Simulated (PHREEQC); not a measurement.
**Leach liquor**

Consider water at 25 °C with 0.086 mol/kgw HCl and 0.0035 mol/kgw CuSO4. Closed to the air; pH follows from the charge balance.

Equilibrium calculation in PHREEQC: ion-association model, wateq4f.dat.

No solid was allowed to form.

Estimate the pH.

pH 1.16.

In which forms is S present?

HSO4- 75 %, SO4-2 23 %, CuSO4 2.2 % of the S.

Species that the database lacks are ignored.
